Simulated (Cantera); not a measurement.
A perfectly stirred reactor is fed with CH4 : O2 : N2 = 1 : 1.43 : 5.37 (molar parts), at 500000 Pa; it is adiabatic with a 648 K inlet, and is followed from long to short residence time, starting on the burning branch (τ in s: 0.037, 0.022, 0.014, 0.0083, 0.0051, 0.0031, 0.0019, 0.0011, 0.0007, 0.00043, 0.00026, 0.00016, 9.6e-05).

Computed with Cantera and GRI-Mech 3.0 (53 species, 325 reactions).

x: mole fraction; the columns are a selection and need not sum to one.

```json
[
 {"τ (s)": "0.037", "T (K)": "2230", "x CH4": "9.67e-5", "x O2": "5.95e-5", "x C2H2": "3.21e-6", "x C2H4": "5.94e-8", "x HO2": "2.28e-8", "x H2": "0.0592", "x CH2O": "1.31e-6"},
 {"τ (s)": "0.022", "T (K)": "2230", "x CH4": "0.000144", "x O2": "9.24e-5", "x C2H2": "7.15e-6", "x C2H4": "1.40e-7", "x HO2": "3.47e-8", "x H2": "0.0590", "x CH2O": "2.07e-6"},
 {"τ (s)": "0.014", "T (K)": "2229", "x CH4": "0.000203", "x O2": "0.000136", "x C2H2": "1.40e-5", "x C2H4": "2.89e-7", "x HO2": "5.10e-8", "x H2": "0.0589", "x CH2O": "3.06e-6"},
 {"τ (s)": "0.0083", "T (K)": "2228", "x CH4": "[?]", "x O2": "[?]", "x C2H2": "[?]", "x C2H4": "[?]", "x HO2": "[?]", "x H2": "0.0586", "x CH2O": "[?]"},
 {"τ (s)": "0.0051", "T (K)": "2226", "x CH4": "0.000420", "x O2": "0.000328", "x C2H2": "5.76e-5", "x C2H4": "1.39e-6", "x HO2": "1.26e-7", "x H2": "0.0582", "x CH2O": "7.20e-6"},
 {"τ (s)": "0.0031", "T (K)": "2225", "x CH4": "[?]", "x O2": "[?]", "x C2H2": "[?]", "x C2H4": "[?]", "x HO2": "[?]", "x H2": "0.0577", "x CH2O": "[?]"},
 {"τ (s)": "0.0019", "T (K)": "2222", "x CH4": "0.000798", "x O2": "0.000770", "x C2H2": "0.000185", "x C2H4": "5.65e-6", "x HO2": "3.21e-7", "x H2": "0.0569", "x CH2O": "1.60e-5"},
 {"τ (s)": "0.0011", "T (K)": "2217", "x CH4": "0.00110", "x O2": "0.00123", "x C2H2": "0.000314", "x C2H4": "1.14e-5", "x HO2": "5.46e-7", "x H2": "0.0559", "x CH2O": "2.43e-5"},
 {"τ (s)": "0.00070", "T (K)": "2211", "x CH4": "0.00140", "x O2": "0.00179", "x C2H2": "0.000456", "x C2H4": "1.98e-5", "x HO2": "8.59e-7", "x H2": "0.0550", "x CH2O": "3.39e-5"},
 {"τ (s)": "0.00043", "T (K)": "2201", "x CH4": "0.00182", "x O2": "0.00270", "x C2H2": "0.000648", "x C2H4": "3.49e-5", "x HO2": "1.42e-6", "x H2": "0.0538", "x CH2O": "4.85e-5"},
 {"τ (s)": "0.00026", "T (K)": "2185", "x CH4": "0.00241", "x O2": "0.00416", "x C2H2": "0.000891", "x C2H4": "6.25e-5", "x HO2": "2.47e-6", "x H2": "0.0523", "x CH2O": "7.02e-5"},
 {"τ (s)": "0.00016", "T (K)": "2160", "x CH4": "0.00329", "x O2": "0.00651", "x C2H2": "0.00118", "x C2H4": "0.000114", "x HO2": "4.44e-6", "x H2": "0.0507", "x CH2O": "0.000102"},
 {"τ (s)": "9.6e-5", "T (K)": "2108", "x CH4": "0.00520", "x O2": "0.0115", "x C2H2": "0.00163", "x C2H4": "0.000248", "x HO2": "9.48e-6", "x H2": "0.0484", "x CH2O": "0.000164"}
]
```

Q: Some entries are withheld; supply them.

A: 
- 0.0083, x CH4: 0.000298
- 0.0083, x O2: 0.000215
- 0.0083, x C2H2: 2.98e-5
- 0.0083, x C2H4: 6.60e-7
- 0.0083, x HO2: 8.09e-8
- 0.0083, x CH2O: 4.78e-6
- 0.0031, x CH4: 0.000587
- 0.0031, x O2: 0.000505
- 0.0031, x C2H2: 0.000107
- 0.0031, x C2H4: 2.87e-6
- 0.0031, x HO2: 2.01e-7
- 0.0031, x CH2O: 1.08e-5
